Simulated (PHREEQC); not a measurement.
Solution (25 °C): 2.5 mmol/kgw HF and 1.6 mmol/kgw ZnSO4. Closed to the air; pH follows from the charge balance.

Computed with PHREEQC (ion-association model, wateq4f.dat).

Precipitation was switched off in this run.

Task: Order these F species by the share of F that they hold, largest first: HF, HF2-, F-, ZnF+, H2F2.

Result: HF (55 %), F- (43 %), ZnF+ (0.60 %), HF2- (0.46 %), H2F2 (0.40 %)

Task: Order these S species by the share of S that they hold, largest first: Zn(SO4)2-2, SO4-2, HSO4-, ZnSO4.

Result: SO4-2 (81 %), ZnSO4 (13 %), HSO4- (5.7 %), Zn(SO4)2-2 (0.28 %)

The pH is 3.03 and the ionic strength 0.00642 mol/kgw. Species that the database lacks are ignored.
